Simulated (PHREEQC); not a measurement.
A solution holds 0.0065 mol CaSO4, 0.031 mol Na2SO4 and 0.086 mol MgSO4 per kg of water, at 20 °C. Closed to the air; pH follows from the charge balance.

Model: ion-association model, phreeqc.dat, run in PHREEQC.

Task: The ionic strength comes out as 0.254 mol/kgw. What activity coefficients do Na+, NaSO4-, Mg+2, Ca+2, SO4-2 get?

Result: Na+ 0.74, NaSO4- 0.73, Mg+2 0.33, Ca+2 0.30, SO4-2 0.27.

Precipitation was switched off in this run.
